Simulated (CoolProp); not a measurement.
Model: reference Helmholtz-energy equation of state, Lemmon 2006, in CoolProp. It is a short technical equation, of lower accuracy than the large ones.

Problem. Give the vapour pressure (MPa), liquid density (kg/m³), vapour density (kg/m³) of saturated neopentane at 346 K.

Solution. 
```tsv
T (K)	p (MPa)	liquid density (kg/m³)	vapour density (kg/m³)
346	0.627	526	18.7
```
